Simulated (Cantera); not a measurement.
Input: 1 mol FeS, 8 mol O₂, held at 600 °C and 1050 Torr.

These are equilibrium values from Cantera (NASA tables, ideal gas, pure condensed phases), not measurements of a reactor. Candidate condensed phases: Fe, FeO, FeS, FeSO₄, FeS₂, Fe₂O₃, Fe₂(SO₄)₃, Fe₃O₄, S; 12 gas species. Rates play no part.

Base state: O₂ 0.990, SO₃ 0.00890, SO₂ 0.000755 (mole fractions); condensed: Fe₂O₃(s) + Fe₂(SO₄)₃(s).

**Question.** What changes in the equilibrium state with this change: 0.081 mol H₂S added?

**Answer.** 
```json
[
 {"species": "O₂", "before": "0.990", "after": "0.976"},
 {"species": "H₂O", "before": "0", "after": "0.0141"},
 {"species": "SO₃", "before": "0.00890", "after": "0.00890"},
 {"species": "SO₂", "before": "0.000755", "after": "0.000760"},
 {"species": "Fe₂O₃(s), mol", "before": "0.185", "after": "0.158"},
 {"species": "Fe₂(SO₄)₃(s), mol", "before": "0.315", "after": "0.342"}
]
```
Further candidate phases: Fe(OH)₂, Fe(OH)₃, H₂O, H₂SO₄.
